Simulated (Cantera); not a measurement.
A perfectly stirred reactor is fed with NO : N2 = 1 : 1.6 (molar parts), at 10.00 Torr; it is held at 2123 K, and followed from long to short residence time.

Cantera simulation using GRI-Mech 3.0 (53 species, 325 reactions); the numbers are that mechanism's predictions, not measurements. Radical loss at walls, strong at low pressure, is not modelled.

Q: What does this change do: N2 1.6 to 3.2 parts?

A: 
```csv
quantity,before,after
x(NO) at τ = 17.0 s,0.0667,0.0493
x(N2O) at τ = 17.0 s,1.00e-6,6.42e-7
x(N2) at τ = 17.0 s,0.772,0.854
x(O) at τ = 17.0 s,0.00553,0.00422
x(O2) at τ = 17.0 s,0.156,0.0921
x(NO) at τ = 82.0 ms,0.382,0.237
x(N2O) at τ = 82.0 ms,5.59e-5,2.30e-5
x(N2) at τ = 82.0 ms,0.616,0.762
x(O) at τ = 82.0 ms,0.000622,0.000280
x(O2) at τ = 82.0 ms,0.000751,0.000201
```

Q: What does this change do: 0.04 parts H2O added?

A: 
```
quantity                 before     after
---------------------  --------  --------
x(NO) at τ = 17.0 s      0.0667    0.0614
x(N2O) at τ = 17.0 s    1.00e-6   5.21e-7
x(N2) at τ = 17.0 s       0.772     0.762
x(O) at τ = 17.0 s      0.00553   0.00548
x(O2) at τ = 17.0 s       0.156     0.155
x(NO) at τ = 82.0 ms      0.382     0.376
x(N2O) at τ = 82.0 ms   5.59e-5   2.54e-5
x(N2) at τ = 82.0 ms      0.616     0.607
x(O) at τ = 82.0 ms    0.000622  0.000227
x(O2) at τ = 82.0 ms   0.000751   0.00156
```
